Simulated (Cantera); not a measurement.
Charge: 1 mol B, 32 mol H2, at 0.100 bar.

Cantera equilibrium calculation (NASA polynomials, part measured and part estimated; ideal gas, pure solids and liquids). Candidate condensed phases: B; 7 gas species. The tables' values for BH2 are old estimates; treat these amounts as uncertain. Gases not in the tables: B2H6 and higher boranes. Rates play no part.

log p: log10 of the partial pressure in bar; n: condensed amount in mol.

```csv
T (K),log p H2,log p H,log p BH2,log p B,log p BH,n B(s),n B(l)
1173,-1.00,-7.43,-7.89,<-13,<-13,1.000,0
1273,-1.00,-6.65,-7.21,<-13,<-13,1.000,0
1373,-1.00,-5.98,-6.63,<-13,-12.20,1.000,0
1473,-1.00,(withheld),-6.13,(withheld),(withheld),1.000,0
1573,-1.00,-4.89,-5.69,-10.81,-10.09,0.999,0
1673,-1.00,-4.44,-5.31,-9.71,-9.23,0.998,0
1773,-1.00,-4.05,-4.97,-8.73,-8.46,0.996,0
1873,-1.00,-3.69,-4.67,-7.86,-7.78,0.993,0
1973,-1.00,-3.37,-4.40,-7.07,-7.17,0.987,0
2073,-1.00,(withheld),-4.16,(withheld),(withheld),0.977,0
2173,-1.01,-2.82,-3.94,-5.73,-6.12,0.962,0
2273,-1.01,-2.58,-3.75,-5.14,-5.67,0.938,0
2373,-1.02,-2.37,-3.58,-4.62,-5.27,0,0.904
```

### Question
Fill in the missing entries.

### Answer

- 1473, log p H: -5.40
- 1473, log p B: -12.07
- 1473, log p BH: -11.07
- 2073, log p H: -3.08
- 2073, log p B: -6.37
- 2073, log p BH: -6.62
